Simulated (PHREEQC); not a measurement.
Model water analysis in mmol/kgw, 25 °C, pH 5.68, pe 9.9:

```
constituent           mmol/kgw
--------------------  --------
Na                     0.00157
K                     0.000183
Ca                    0.000306
Mg                    0.000259
Cl                     0.00154
S(6)                  0.000265
Alkalinity (meq/kgw)  0.000901
Li                    1.88e-05
Cd                    5.17e-05
Cu(2)                 6.73e-07
Ba                    6.48e-07
Ni                    1.49e-06
Zn                     8.5e-06
```

Valence states are taken as typed.

All values are PHREEQC results (ion-association model, wateq4f.dat), not measurements.

| quantity | before | after |
|---|---|---|
| ionic strength (mol/kgw) | 5.99e-6 | 5.99e-6 |
| CO2 (mol/kgw) | 1.40e-5 | 1.24e-5 |
| HCO3- (mol/kgw) | 2.99e-6 | 2.92e-6 |
| CO3-2 (mol/kgw) | 6.77e-11 | 1.05e-10 |
| HSO4- (mol/kgw) | 5.34e-11 | 1.65e-10 |
| CaSO4 (mol/kgw) | 1.58e-11 | 2.27e-11 |
| SI of Otavite (CdCO3) | -5.37 | -5.17 |
| SI of Tenorite (CuO) | -5.44 | -3.98 |

### Question
Name the change that produced these shifts.
A. pH from 5.68 to 5.5 at the same alkalinity
B. Li from 1.88e-05 to 9.4e-06 mmol/kgw
C. temperature from 25 to 70 °C at the same typed pH

### Answer
C, temperature from 25 to 70 °C at the same typed pH

No solid was allowed to form. Constants without temperature data keep their 25 °C values here.
